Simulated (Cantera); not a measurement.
Standard-state values (1 bar) from the NASA 1993 polynomials, evaluated with Cantera. Values are per mole of reaction as written; species without (g) are pure solids or liquids, kept so even where they would boil at 1 bar.

2 C + 3 PbF2 = 3 Pb(g) + 2 CF3(g)

```json
[
 {"T (K)": "498", "ΔH° (kJ)": "___", "ΔS° (J/K)": "___", "ΔG° (kJ)": "___", "log10 K": "___"},
 {"T (K)": "523", "ΔH° (kJ)": "1659.0", "ΔS° (J/K)": "663.9", "ΔG° (kJ)": "1311.8", "log10 K": "-131.01"},
 {"T (K)": "548", "ΔH° (kJ)": "___", "ΔS° (J/K)": "___", "ΔG° (kJ)": "___", "log10 K": "___"},
 {"T (K)": "573", "ΔH° (kJ)": "1655.0", "ΔS° (J/K)": "656.6", "ΔG° (kJ)": "1278.8", "log10 K": "-116.57"},
 {"T (K)": "598", "ΔH° (kJ)": "1647.9", "ΔS° (J/K)": "644.4", "ΔG° (kJ)": "1262.5", "log10 K": "-110.28"},
 {"T (K)": "623", "ΔH° (kJ)": "1643.5", "ΔS° (J/K)": "637.3", "ΔG° (kJ)": "1246.5", "log10 K": "-104.51"}
]
```

What belongs in the gaps?


- 498, ΔH° (kJ): 1661.0
- 498, ΔS° (J/K): 667.8
- 498, ΔG° (kJ): 1328.4
- 498, log10 K: -139.33
- 548, ΔH° (kJ): 1657.0
- 548, ΔS° (J/K): 660.2
- 548, ΔG° (kJ): 1295.2
- 548, log10 K: -123.46
